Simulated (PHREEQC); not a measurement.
NaHCO3 is added in steps, without added water, to 1 kg of water holding 0.012 mol H3PO4, 0.0011 mol H2SO4 and 0.0045 mol NiSO4, at 25 °C. Oxygen alone is held at its pressure in air (log pO2 = -0.68). No CO2 enters from the air. Solids allowed: Ni(OH)2, NiCO3, Ni3(PO4)2, Ni4(OH)6SO4, Mirabilite, Morenosite, Nahcolite, Natron. Others were left out.

Base run: PHREEQC, ion-association model, wateq4f.dat. Each further column changes one thing. The table gives pH.

| NaHCO3 added (mol) | base | H3PO4 from 0.012 to 0.0108 mol/kgw | H2SO4 left out | NiSO4 from 0.0045 to 0.0009 mol/kgw | no solid may form |
|---|---|---|---|---|---|
| 0 | 2.19 | (withheld) | 2.27 | 2.15 | 2.19 |
| 0.00225 | 2.28 | (withheld) | 2.38 | 2.25 | 2.28 |
| 0.0045 | 2.39 | (withheld) | (withheld) | 2.36 | 2.39 |
| 0.00675 | 2.52 | 2.59 | 2.69 | 2.49 | 2.52 |
| 0.009 | 2.70 | (withheld) | 2.95 | 2.67 | 2.70 |
| 0.01125 | 2.97 | 3.18 | 3.56 | 2.94 | 2.97 |
| 0.0135 | 3.59 | 4.74 | 5.02 | 3.57 | 3.59 |
| 0.01575 | 5.03 | 5.13 | 5.17 | 5.23 | 5.13 |
| 0.018 | 5.18 | (withheld) | 5.36 | 5.59 | 5.47 |

**Question.** Some entries are withheld; supply them.

**Answer.** 
- 0, H3PO4 from 0.012 to 0.0108 mol/kgw: 2.21
- 0.00225, H3PO4 from 0.012 to 0.0108 mol/kgw: 2.31
- 0.0045, H3PO4 from 0.012 to 0.0108 mol/kgw: 2.43
- 0.0045, H2SO4 left out: 2.51
- 0.009, H3PO4 from 0.012 to 0.0108 mol/kgw: 2.80
- 0.018, H3PO4 from 0.012 to 0.0108 mol/kgw: 5.29

H3PO4, which wateq4f.dat lacks, is added to it with the constant of phreeqc.dat. The database has no phosphate complexes of Ni. The database's nickel carbonate constants are estimates that later reviews lower a good deal. In at least one series the solution becomes supersaturated in solids that the run did not let form, among them Ni3(PO4)2.
